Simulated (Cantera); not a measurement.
Charge: 1 mol B, 0.91 mol NH3, 0.73 mol H2, equilibrated at 1300 °C and 32.0 Pa.

Cantera equilibrium calculation (NASA polynomials, part measured and part estimated; ideal gas, pure solids and liquids). Candidate condensed phases: B, BN; 15 gas species. Mutual solubility and eutectic melting of coexisting phases are not modelled. The tables' values for BH2 are old estimates; treat these amounts as uncertain. Rates play no part.

Q: What is the equilibrium state?

A: 
```json
{
 "x(H2)": "0.998",
 "x(H)": "0.00227",
 "x(N2)": "0.000109",
 "x(BH2)": "2.03e-5",
 "n(B(s))": "0.0904 mol",
 "n(BN(s))": "0.910 mol",
 "gas_amount": "2.098 mol"
}
```
